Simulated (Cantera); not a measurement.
An adiabatic, constant-volume homogeneous reactor starts with 11.2 % CH4, 18.7 % O2, 70.1 % N2, equivalence ratio 1.2, at 1275 K and 1.50 bar.

Detailed kinetics in Cantera: GRI-Mech 3.0 (53 species, 325 reactions).

Q: Predict: time of steepest temperature rise; temperature at 1.00 s; equilibrium temperature; x(O2) at 1.00 s; x(OH) at 1.00 s; x(H2O) at 1.00 s; x(H2) at 1.00 s; x(HCN) at 1.00 s.

A: 
```
Property                                                            Result
---------------------------------  ---------------------------------------
time of steepest temperature rise                                  12.1 ms
temperature at 1.00 s                                               2909 K
equilibrium temperature                                             2909 K
x(O2) at 1.00 s                    0.00687 (gas-phase equilibrium 0.00687)
x(OH) at 1.00 s                      0.0170 (gas-phase equilibrium 0.0170)
x(H2O) at 1.00 s                       0.162 (gas-phase equilibrium 0.162)
x(H2) at 1.00 s                      0.0336 (gas-phase equilibrium 0.0336)
x(HCN) at 1.00 s                   1.45e-8 (gas-phase equilibrium 1.45e-8)
```
